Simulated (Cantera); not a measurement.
A closed system holds: 1 mol SiHCl3, 0.0053 mol C2H4, 5 mol H2, 0.057 mol C2H2, held at 1650 K and 0.960 bar.

These are equilibrium values from Cantera (NASA tables, ideal gas, pure condensed phases), not measurements of a reactor. Candidate condensed phases: C, C6H6, C7H8, C8H18, Si, SiC; 109 gas species. The tables' values for SiCl3 are old estimates; treat these amounts as uncertain. Equilibrium is a limit: real reactors are often held back by kinetics, nucleation or transport.

Base state: H2 0.728, HCl 0.145, SiCl2 0.0970, SiCl3 0.0168, SiCl4 0.00641, SiHCl3 0.00539, SiH2Cl2 0.000774, H 7.91e-5 (mole fractions); condensed: SiC(s).

Task: What changes in the equilibrium state with this change: H2 from 5 to 99 mol?

Result: 
```json
[
 {"species": "H2", "before": "0.728", "after": "0.973"},
 {"species": "HCl", "before": "0.145", "after": "0.0249"},
 {"species": "SiCl2", "before": "0.0970", "after": "0.00226"},
 {"species": "SiCl3", "before": "0.0168", "after": "5.80e-5"},
 {"species": "SiCl4", "before": "0.00641", "after": "3.27e-6"},
 {"species": "SiHCl3", "before": "0.00539", "after": "2.15e-5"},
 {"species": "SiH2Cl2", "before": "0.000774", "after": "2.41e-5"},
 {"species": "Cl", "before": "1.24e-5", "after": "1.83e-6"},
 {"species": "SiH3Cl", "before": "3.34e-5", "after": "8.13e-6"},
 {"species": "SiC(s), mol", "before": "0.125", "after": "0.123"},
 {"species": "Si(s), mol", "before": "0", "after": "0.636"}
]
```
Mutual solubility and eutectic melting of coexisting phases are not modelled.
